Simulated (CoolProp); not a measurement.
Water along the isotherm 424.95 °C: density (kg/m³) from the reference equation and from simpler models built on Tc = 373.9 °C, pc = 220.6 bar, ω = 0.344; each cubic takes its own stable root.

The numbers come from the reference Helmholtz-energy equation of state, Wagner 2002 in CoolProp.

```json
[
 {"p (bar)": "1.05", "phase": "gas", "reference": "0.3263", "ideal gas": "0.3259", "van der Waals": "0.3263", "Redlich-Kwong": "0.3263", "Soave-Redlich-Kwong": "0.3263", "Peng-Robinson": "0.3264"},
 {"p (bar)": "1.63", "phase": "gas", "reference": "0.5068", "ideal gas": "0.5059", "van der Waals": "0.5068", "Redlich-Kwong": "0.5069", "Soave-Redlich-Kwong": "0.5069", "Peng-Robinson": "0.5070"},
 {"p (bar)": "2.54", "phase": "gas", "reference": "0.7906", "ideal gas": "0.7884", "van der Waals": "0.7906", "Redlich-Kwong": "0.7908", "Soave-Redlich-Kwong": "0.7907", "Peng-Robinson": "0.7910"},
 {"p (bar)": "3.95", "phase": "gas", "reference": "1.231", "ideal gas": "1.226", "van der Waals": "1.231", "Redlich-Kwong": "1.232", "Soave-Redlich-Kwong": "1.232", "Peng-Robinson": "1.233"},
 {"p (bar)": "6.15", "phase": "gas", "reference": "1.922", "ideal gas": "1.909", "van der Waals": "1.922", "Redlich-Kwong": "1.924", "Soave-Redlich-Kwong": "1.923", "Peng-Robinson": "1.925"},
 {"p (bar)": "9.58", "phase": "gas", "reference": "3.006", "ideal gas": "2.973", "van der Waals": "3.006", "Redlich-Kwong": "3.009", "Soave-Redlich-Kwong": "3.007", "Peng-Robinson": "3.012"},
 {"p (bar)": "14.9", "phase": "gas", "reference": "4.705", "ideal gas": "4.625", "van der Waals": "4.704", "Redlich-Kwong": "4.712", "Soave-Redlich-Kwong": "4.708", "Peng-Robinson": "4.719"},
 {"p (bar)": "23.2", "phase": "gas", "reference": "7.399", "ideal gas": "7.201", "van der Waals": "7.397", "Redlich-Kwong": "7.417", "Soave-Redlich-Kwong": "7.405", "Peng-Robinson": "7.433"},
 {"p (bar)": "36.2", "phase": "gas", "reference": "11.73", "ideal gas": "11.24", "van der Waals": "11.73", "Redlich-Kwong": "11.78", "Soave-Redlich-Kwong": "11.75", "Peng-Robinson": "11.82"},
 {"p (bar)": "56.3", "phase": "gas", "reference": "18.74", "ideal gas": "17.47", "van der Waals": "18.72", "Redlich-Kwong": "18.84", "Soave-Redlich-Kwong": "18.76", "Peng-Robinson": "18.94"},
 {"p (bar)": "87.7", "phase": "gas", "reference": "30.55", "ideal gas": "27.22", "van der Waals": "30.48", "Redlich-Kwong": "30.79", "Soave-Redlich-Kwong": "30.55", "Peng-Robinson": "31.01"},
 {"p (bar)": "137", "phase": "gas", "reference": "51.91", "ideal gas": "42.52", "van der Waals": "51.72", "Redlich-Kwong": "52.48", "Soave-Redlich-Kwong": "51.66", "Peng-Robinson": "52.94"},
 {"p (bar)": "213", "phase": "gas", "reference": "96.14", "ideal gas": "66.11", "van der Waals": "96.67", "Redlich-Kwong": "97.68", "Soave-Redlich-Kwong": "93.81", "Peng-Robinson": "97.65"},
 {"p (bar)": "331", "phase": "supercritical", "reference": "247.9", "ideal gas": "102.7", "van der Waals": "250.8", "Redlich-Kwong": "243.8", "Soave-Redlich-Kwong": "208.0", "Peng-Robinson": "221.2"}
]
```
